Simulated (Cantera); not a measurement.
Input: 1 mol SiCl4, 53 mol H2, 0.032 mol HCl, held at 0.00940 bar.

Cantera equilibrium calculation (NASA polynomials, part measured and part estimated; ideal gas, pure solids and liquids). Candidate condensed phases: Si; 19 gas species. Rates play no part.

Over these rows the condensed part is Si(s). Partial pressures as log10 of bar:

```json
[
 {"T (K)": "1173", "1000/T (1/K)": "0.8525", "log p SiH2Cl2": "-6.33", "log p H2": "-2.05", "log p HCl": "-3.34"},
 {"T (K)": "1248", "1000/T (1/K)": "0.8013", "log p SiH2Cl2": "?", "log p H2": "-2.05", "log p HCl": "-3.30"},
 {"T (K)": "1323", "1000/T (1/K)": "0.7559", "log p SiH2Cl2": "-6.93", "log p H2": "-2.06", "log p HCl": "-3.29"},
 {"T (K)": "1398", "1000/T (1/K)": "0.7153", "log p SiH2Cl2": "-7.21", "log p H2": "-2.06", "log p HCl": "-3.29"},
 {"T (K)": "1473", "1000/T (1/K)": "0.6789", "log p SiH2Cl2": "-7.48", "log p H2": "-2.06", "log p HCl": "-3.30"},
 {"T (K)": "1548", "1000/T (1/K)": "0.6460", "log p SiH2Cl2": "-7.72", "log p H2": "-2.06", "log p HCl": "-3.30"}
]
```

Task: Fit log p(SiH2Cl2) = a + b·(1000/T) to the five rows, give the apparent enthalpy, and predict the row at 1248 K.

Result: Means: 1000/T = 0.7297, log p = -7.134. Sxy = 0.171795, Sxx = 0.0255600, so b = 6.72 and a = -7.134 − (6.72)×0.7297 = -12.04.
Apparent enthalpy: −19.145 × (6.72) = -129 kJ/mol. With the condensed phases at unit activity, Si(s) + 2 HCl(g) = SiH2Cl2(g) links this pressure to the main gases: over the six rows their terms move log p by +0.08 in all, so the slope isn't that reaction's ΔH° alone. The five rows lie within 0.03 of the line.
Prediction at 1248 K: -12.04 + (6.72)×0.8013 = -6.66. The computed value is -6.62, 0.04 from the line.
